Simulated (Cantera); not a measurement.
Cantera run:

```python
import numpy as np
import cantera as ct

gas_names = [...]  # 109 gases of nasa_gas.yaml made of C, Cl, H, Si
cond_names = """
    C(gr) C6H6(L) C7H8(L) C8H18(L),n-octa Si(cr) Si(L) SiC(b)
""".split()


# ... load() reads the species with a 1 bar reference pressure and builds the phases ...
atoms = {
    'SiH2Cl2': {'Si': 1, 'H': 2, 'CL': 2},
    'C3H8': {'C': 3, 'H': 8},
    'H2': {'H': 2},
}
top_T = {'C(gr)': 4500, 'SiC(b)': 3050}  # K; cautious upper limits of use, not melting points


# ... equilibrate(T, P, feed) seeds the gas with the atoms and calls Mixture.equilibrate('TP', solver="vcs", rtol=1e-11, max_steps=5000) ...
results = []
feed = {'SiH2Cl2': 1, 'C3H8': 0.42, 'H2': 230}  # mol
P = 40000  # Pa
for T in [1798, 1848, 1898, 1948, 1998, 2048, 2098, 2148, 2198, 2248, 2298]:
    mix = equilibrate(T, P, feed)
    results.append((T, P, feed, dict(zip(mix.species_names, mix.species_moles))))
    x = sorted(zip(gas.X, gas.species_names), reverse=True)
    print(f"T = {T:g} K  P = {P:g} Pa  gas = {mix.phase_moles(0):.4g} mol")
    print("   x: " + "  ".join(f"{s} {v:.3e}" for v, s in x if v > 0.001))
    print("   condensed (mol): " + ("  ".join(f"{mix.phase(i).name} {mix.phase_moles(i):.4g}"
          for i in range(1, mix.n_phases) if mix.phase_moles(i) > 1e-12) or "none"))
```

Output:

```
T = 1798 K  P = 40000 Pa  gas = 233.7 mol
   x: H2 9.904e-01  HCL 8.544e-03
   condensed (mol): C(gr) 0.1091  SiC(b) 0.9985
T = 1848 K  P = 40000 Pa  gas = 233.7 mol
   x: H2 9.901e-01  HCL 8.539e-03
   condensed (mol): C(gr) 0.08058  SiC(b) 0.998
T = 1898 K  P = 40000 Pa  gas = 233.8 mol
   x: H2 9.896e-01  HCL 8.532e-03  H 1.229e-03
   condensed (mol): C(gr) 0.03461  SiC(b) 0.9973
T = 1948 K  P = 40000 Pa  gas = 233.8 mol
   x: H2 9.890e-01  HCL 8.522e-03  H 1.777e-03
   condensed (mol): SiC(b) 0.9959
T = 1998 K  P = 40000 Pa  gas = 233.9 mol
   x: H2 9.883e-01  HCL 8.508e-03  H 2.521e-03
   condensed (mol): SiC(b) 0.9928
T = 2048 K  P = 40000 Pa  gas = 234.1 mol
   x: H2 9.873e-01  HCL 8.489e-03  H 3.518e-03
   condensed (mol): SiC(b) 0.987
T = 2098 K  P = 40000 Pa  gas = 234.2 mol
   x: H2 9.859e-01  HCL 8.465e-03  H 4.831e-03
   condensed (mol): SiC(b) 0.9757
T = 2148 K  P = 40000 Pa  gas = 234.5 mol
   x: H2 9.841e-01  HCL 8.435e-03  H 6.537e-03
   condensed (mol): SiC(b) 0.9544
T = 2198 K  P = 40000 Pa  gas = 234.8 mol
   x: H2 9.817e-01  H 8.724e-03  HCL 8.397e-03
   condensed (mol): SiC(b) 0.9153
T = 2248 K  P = 40000 Pa  gas = 235.1 mol
   x: H2 9.786e-01  H 1.149e-02  HCL 8.351e-03
   condensed (mol): SiC(b) 0.8469
T = 2298 K  P = 40000 Pa  gas = 235.6 mol
   x: H2 9.745e-01  H 1.495e-02  HCL 8.295e-03  C2H2,acetylene 1.041e-03
   condensed (mol): SiC(b) 0.7326
```

Cantera equilibrium calculation (NASA polynomials, part measured and part estimated; ideal gas, pure solids and liquids). The tables' values for SiCl are old estimates; treat these amounts as uncertain. Gases not in the tables: Si2H6 and higher silanes.
